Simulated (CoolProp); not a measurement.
Vapour-liquid equilibrium of acetone (1) + n-heptane (2) at 446.2 K; x and y are mole fractions of (1).

Values from CoolProp's multi-fluid Helmholtz-energy mixture model, Lemmon 2006 and Span 2003; pair parameters Bell 2016.

| x | bubble pressure (MPa) | y at the bubble point | dew pressure at overall composition x (MPa) | liquid density (mol/L) |
|---|---|---|---|---|
| 0.05 | 0.7260 | 0.180 | 0.6306 | 5.428 |
| 0.2 | 1.038 | 0.456 | 0.7431 | 5.767 |
| 0.35 | 1.267 | 0.591 | 0.8958 | 6.166 |
| 0.5 | 1.441 | 0.683 | 1.107 | 6.661 |
| 0.65 | 1.577 | 0.763 | 1.379 | 7.312 |
| 0.8 | 1.682 | 0.847 | 1.630 | 8.201 |
| 0.95 | 1.747 | 0.955 | 1.746 | 9.430 |

No azeotrope shows between x = 0.05 and 0.95.

Pair parameters are fitted to limited data, so mixtures are less certain than the pure fluids.
